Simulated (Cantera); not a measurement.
Input: 1 mol Fe(CO)5, 1.2 mol N2, at 0.133 bar.

Cantera equilibrium calculation (NASA polynomials, part measured and part estimated; ideal gas, pure solids and liquids). Candidate condensed phases: C, Fe, Fe(CO)5, FeO, Fe2O3, Fe3O4; 27 gas species. Condensed phases not in the tables: cementite and carbon dissolved in iron. The numbers say what is thermodynamically allowed, not how fast it happens.

log p: log10 of the partial pressure in bar; n: condensed amount in mol.

```csv
T (K),log p CO,log p N2,log p CO2,log p Fe,n C(graphite),n Fe(α),n Fe(γ)
950,-1.04,-1.55,-1.86,<-12,0.584,1.00,0
1025,-0.99,-1.58,-2.44,<-12,0.166,1.00,0
1100,-0.97,-1.59,-3.00,[?],0.0461,1.00,0
1175,-0.97,-1.59,-3.51,[?],0.0144,1.00,0
1250,-0.97,-1.59,-3.95,[?],0.00516,0,1.00
1325,-0.97,-1.59,-4.35,[?],0.00207,0,1.00
1400,-0.97,-1.59,-4.70,[?],0.000922,0,1.000
1475,-0.97,-1.59,-5.02,[?],0,0,1.000
```

**Question.** Fill in the missing entries.

**Answer.** 
- 1100, log p Fe: -11.90
- 1175, log p Fe: -10.68
- 1250, log p Fe: -9.61
- 1325, log p Fe: -8.66
- 1400, log p Fe: -7.81
- 1475, log p Fe: -7.06
